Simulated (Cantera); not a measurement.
An isothermal, constant-pressure homogeneous reactor starts with 48.4 % CH4, 47.4 % CO2, 4.16 % H2O, at 1525 K and 0.770 atm.

Detailed kinetics in Cantera: GRI-Mech 3.0 (53 species, 325 reactions).

**Question.** Predict: x(CH4) at 30.0 s; x(CO2) at 30.0 s; x(H2) at 30.0 s; x(C2H6) at 30.0 s.

**Answer.** 
```
Item                                                Value
-----------------  --------------------------------------
x(CH4) at 30.0 s   0.0253 (gas-phase equilibrium 9.91e-6)
x(CO2) at 30.0 s   0.0285 (gas-phase equilibrium 0.00428)
x(H2) at 30.0 s       0.414 (gas-phase equilibrium 0.501)
x(C2H6) at 30.0 s  5.18e-6 (gas-phase equilibrium <1e-12)
```
